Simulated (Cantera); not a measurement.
Input (Python, Cantera):

```python
import numpy as np
import cantera as ct

gas = ct.Solution("gri30.yaml")
gas.TPX = 525, 48000, {'CH3OH': 1, 'O2': 2.11, 'N2': 7.94}
inlet = ct.Reservoir(gas, clone=True)
gas.equilibrate("HP")  # start burning
reactor = ct.IdealGasConstPressureReactor(gas, energy="on", clone=False)
exhaust = ct.Reservoir(gas, clone=True)
tau = [0.33, 0.11, 0.038, 0.013, 0.0043, 0.0014, 0.00049, 0.00016, 5.5e-05][0]
for a, b in ((inlet, reactor), (reactor, exhaust)):
    ct.MassFlowController(a, b, mdot=lambda t: reactor.mass / tau)
net = ct.ReactorNet([reactor])
show = ['CH3OH', 'O2', 'H', 'HCO', 'NO', 'CH3']

rows = []
print(f"{'tau/s':>10s}{'T/K':>9s}" + "".join(f"{s:>11s}" for s in show))
for tau in [0.33, 0.11, 0.038, 0.013, 0.0043, 0.0014, 0.00049, 0.00016, 5.5e-05]:
    net.initial_time = 0.0
    net.advance(30 * tau)
    before = gas.X
    net.advance(40 * tau)
    drift = np.max(np.abs(gas.X - before) / (gas.X + 1e-9))
    rows.append([gas.T, *gas[show].X, drift])
    print(f"{tau:10.3e}{gas.T:9.1f}" + "".join(f"{x:11.3e}" for x in gas[show].X))
```

Result:

```
     tau/s      T/K      CH3OH         O2          H        HCO         NO        CH3
 3.300e-01   2043.5  8.160e-07  5.247e-02  1.170e-04  2.248e-08  5.604e-04  3.574e-08
 1.100e-01   2032.3  1.946e-06  5.284e-02  2.116e-04  6.744e-08  2.692e-04  7.011e-08
 3.800e-02   2009.6  4.093e-06  5.344e-02  4.612e-04  1.945e-07  1.377e-04  1.328e-07
 1.300e-02   1971.1  8.355e-06  5.451e-02  1.050e-03  5.607e-07  6.634e-05  3.217e-07
 4.300e-03   1914.7  1.798e-05  5.620e-02  2.226e-03  1.647e-06  3.030e-05  9.989e-07
 1.400e-03   1845.4  4.317e-05  5.866e-02  3.941e-03  4.862e-06  1.485e-05  3.347e-06
 4.900e-04   1774.1  1.170e-04  6.255e-02  5.185e-03  1.366e-05  7.272e-06  1.036e-05
 1.600e-04    525.0  9.050e-02  1.910e-01  7.084e-30 -2.206e-33 -6.775e-22 -3.591e-28
 5.500e-05    525.0  9.050e-02  1.910e-01  6.839e-30 -3.206e-36 -9.057e-25  2.068e-28
```

Model: GRI-Mech 3.0 (53 species, 325 reactions), integrated in Cantera. GRI-Mech 3.0 was tuned for natural gas; its chemistry of methanol as a main component is partial and can be far from experiment.
